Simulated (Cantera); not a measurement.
A perfectly stirred reactor is fed with CH4 : C2H6 : C3H8 : O2 : N2 : CO2 = 1 : 0.078 : 0.049 : 2.29 : 8.61 : 2 (molar parts), equivalence ratio 1.1, at 0.340 bar; it is adiabatic with a 600 K inlet, and is followed from long to short residence time, starting on the burning branch (τ in s: 0.47, 0.22, 0.1, 0.046, 0.021, 0.0099, 0.0046, 0.0021, 0.00098, 0.00045, 0.00021, 9.7e-05).

Detailed kinetics in Cantera: GRI-Mech 3.0 (53 species, 325 reactions).

Predict: blow-out, bracketed by the residence times tried; x(CH4) at τ = 0.470 s; x(C2H6) at τ = 0.470 s; x(C3H8) at τ = 0.470 s; x(H2O) at τ = 0.470 s; x(C2H4) at τ = 0.470 s; x(CH4) at τ = 4.60 ms; x(C2H6) at τ = 4.60 ms; x(C3H8) at τ = 4.60 ms; x(H2O) at τ = 4.60 ms; x(C2H4) at τ = 4.60 ms.


| Quantity | Result |
|---|---|
| blow-out, bracketed by the residence times tried | burning at 0.450 ms, out at 0.210 ms |
| x(CH4) at τ = 0.470 s | 2.68e-6 |
| x(C2H6) at τ = 0.470 s | 2.54e-8 |
| x(C3H8) at τ = 0.470 s | 1.48e-8 |
| x(H2O) at τ = 0.470 s | 0.161 |
| x(C2H4) at τ = 0.470 s | 1.39e-7 |
| x(CH4) at τ = 4.60 ms | 7.65e-5 |
| x(C2H6) at τ = 4.60 ms | 1.49e-6 |
| x(C3H8) at τ = 4.60 ms | 7.44e-7 |
| x(H2O) at τ = 4.60 ms | 0.149 |
| x(C2H4) at τ = 4.60 ms | 3.30e-6 |
